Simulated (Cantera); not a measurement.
# CCl₄ + H₂ (fluorocarbon and chlorocarbon gases)

Input: 1 mol CCl₄, a varied amount of H₂, at 850 °C and 0.133 bar.

Method: chemical equilibrium by Gibbs-energy minimisation in Cantera with the NASA 1993 tables (ideal gas, pure condensed phases). Candidate condensed phases: C, C₆H₆, C₇H₈, C₈H₁₈; 91 gas species. Gases not in the tables: chlorinated aromatics. Kinetics and transport are ignored.

From 0.13 mol H₂ to 2.5 mol H₂ the condensed part is C(graphite). The main C-bearing gas is CCl₄ at 0.13 mol H₂ and CH₄ at 2.5 mol H₂.

```json
[
 {"n(H₂) (mol)": "0.13", "x HCl": "0.122", "x Cl₂": "0.873", "x H₂": "6.08e-12", "x Cl": "0.00514", "n C(graphite)": "1.000"},
 {"n(H₂) (mol)": "0.19", "x HCl": "0.173", "x Cl₂": "0.822", "x H₂": "1.30e-11", "x Cl": "0.00498", "n C(graphite)": "1.000"},
 {"n(H₂) (mol)": "0.27", "x HCl": "0.237", "x Cl₂": "0.758", "x H₂": "2.66e-11", "x Cl": "0.00478", "n C(graphite)": "1.000"},
 {"n(H₂) (mol)": "0.39", "x HCl": "0.326", "x Cl₂": "0.670", "x H₂": "5.67e-11", "x Cl": "0.00450", "n C(graphite)": "1.000"},
 {"n(H₂) (mol)": "0.57", "x HCl": "0.443", "x Cl₂": "0.553", "x H₂": "1.27e-10", "x Cl": "0.00409", "n C(graphite)": "1.000"},
 {"n(H₂) (mol)": "0.82", "x HCl": "0.581", "x Cl₂": "0.416", "x H₂": "2.90e-10", "x Cl": "0.00354", "n C(graphite)": "1.000"},
 {"n(H₂) (mol)": "1.2", "x HCl": "0.749", "x Cl₂": "0.248", "x H₂": "8.08e-10", "x Cl": "0.00274", "n C(graphite)": "1.000"},
 {"n(H₂) (mol)": "1.7", "x HCl": "0.918", "x Cl₂": "0.0802", "x H₂": "3.76e-9", "x Cl": "0.00156", "n C(graphite)": "1.000"},
 {"n(H₂) (mol)": "2.5", "x HCl": "0.889", "x Cl₂": "2.55e-9", "x H₂": "0.111", "x Cl": "2.77e-7", "n C(graphite)": "1.000"}
]
```
x: gas mole fraction; n: condensed amount in mol.
